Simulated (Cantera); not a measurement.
An isothermal, constant-pressure homogeneous reactor starts with 1.53 % CO, 2.59 % O2, 0.0546 % H2O, 95.8 % N2, at 1400 K and 1.28 atm.

Model: GRI-Mech 3.0 (53 species, 325 reactions), integrated in Cantera.

x: mole fraction; the columns are a selection and need not sum to one.

```
t (s)         x CO    x O2     x H2O      x OH     x N2O
--------  --------  ------  --------  --------  --------
5.00e-5     0.0153  0.0259  0.000546  2.74e-10    <1e-12
0.000139    0.0153  0.0259  0.000546   1.83e-9  6.16e-12
0.000387    0.0153  0.0259  0.000546   1.49e-8  5.64e-11
0.00108     0.0153  0.0259  0.000546   3.95e-7       [?]
0.00300     0.0124  0.0238  0.000440   7.70e-5       [?]
0.00834    0.00255  0.0194  0.000491   6.18e-5       [?]
0.0232    0.000383  0.0185  0.000535   2.55e-5       [?]
0.0646     4.96e-5  0.0184  0.000545   1.04e-5       [?]
0.180      5.52e-6  0.0183  0.000548   4.39e-6       [?]
0.500      6.22e-7  0.0183  0.000549   2.03e-6       [?]
1.39       1.29e-7  0.0183  0.000550   1.24e-6       [?]
3.87       9.88e-8  0.0183  0.000550   1.17e-6   1.91e-8
10.8       9.87e-8  0.0183  0.000550   1.17e-6   1.91e-8
30.0       9.87e-8  0.0183  0.000550   1.17e-6   1.91e-8
```

Task: Complete the blanks.

Result: 
- 0.00108, x N2O: 1.58e-9
- 0.00300, x N2O: 8.66e-7
- 0.00834, x N2O: 1.82e-6
- 0.0232, x N2O: 2.17e-6
- 0.0646, x N2O: 1.90e-6
- 0.180, x N2O: 8.55e-7
- 0.500, x N2O: 1.13e-7
- 1.39, x N2O: 2.27e-8
